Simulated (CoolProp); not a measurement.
Properties of carbon dioxide along the isobar 3100 kPa.

Computed with CoolProp (reference Helmholtz-energy equation of state, Span 1996).

```tsv
T (K)	phase	density (kg/m³)	Joule-Thomson coefficient (K/MPa)	expansivity (1/kK)	viscosity (µPa s)	conductivity (mW/(m K))	fugacity coefficient
290.8	gas	70.09	11.83	6.996	15.1	19.0	0.8358
315.2	gas	60.57	9.512	5.206	16.3	20.3	0.8748
339.7	gas	53.99	7.830	4.262	17.4	21.8	0.9028
364.1	gas	49.03	6.566	3.664	18.5	23.6	0.9234
388.6	gas	45.07	5.582	3.240	19.6	25.4	0.9392
413.1	gas	41.80	4.802	2.921	20.7	27.2	0.9514
437.5	gas	39.05	4.175	2.671	21.8	29.1	0.9610
462	gas	36.67	3.658	2.467	22.8	31.1	0.9687
486.4	gas	34.60	3.230	2.297	23.8	33.0	0.9749
510.9	gas	32.77	2.867	2.152	24.8	34.9	0.9799
535.3	gas	31.14	2.560	2.028	25.8	36.9	0.9841
559.8	gas	29.67	2.294	1.918	26.7	38.8	0.9876
584.3	gas	28.34	2.064	1.821	27.7	40.7	0.9905
608.7	gas	27.14	1.863	1.735	28.6	42.7	0.9929
```

Viscosity comes from a separate model (Laesecke 2017). Thermal conductivity comes from a separate model (Huber 2016).
